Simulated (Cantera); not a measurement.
A perfectly stirred reactor is fed with C3H8 : H2 = 1 : 2.9 (molar parts), at 760 Torr; it is held at 1775 K, and followed from long to short residence time.

Cantera simulation using GRI-Mech 3.0 (53 species, 325 reactions); the numbers are that mechanism's predictions, not measurements. GRI-Mech 3.0 was tuned for natural gas; its chemistry of propane as a main component is partial and can be far from experiment. GRI-Mech 3.0 stops at C3 and has no aromatics, soot or wall deposition, so with more carbon than oxygen in the feed, carbon stays in small species such as C2H2 where larger ones or solid carbon would form.

### Question
Predict: x(C3H8) at τ = 1.10 s; x(H2) at τ = 1.10 s; x(C2H6) at τ = 1.10 s; x(C2H2) at τ = 1.10 s; x(H) at τ = 1.10 s; x(C3H8) at τ = 5.70 ms; x(H2) at τ = 5.70 ms; x(C2H6) at τ = 5.70 ms; x(C2H2) at τ = 5.70 ms; x(H) at τ = 5.70 ms.

### Answer
| Item | Result |
|---|---|
| x(C3H8) at τ = 1.10 s | 1.10e-6 |
| x(H2) at τ = 1.10 s | 0.763 |
| x(C2H6) at τ = 1.10 s | 6.84e-6 |
| x(C2H2) at τ = 1.10 s | 0.206 |
| x(H) at τ = 1.10 s | 0.000256 |
| x(C3H8) at τ = 5.70 ms | 0.000185 |
| x(H2) at τ = 5.70 ms | 0.709 |
| x(C2H6) at τ = 5.70 ms | 0.000168 |
| x(C2H2) at τ = 5.70 ms | 0.182 |
| x(H) at τ = 5.70 ms | 0.000384 |
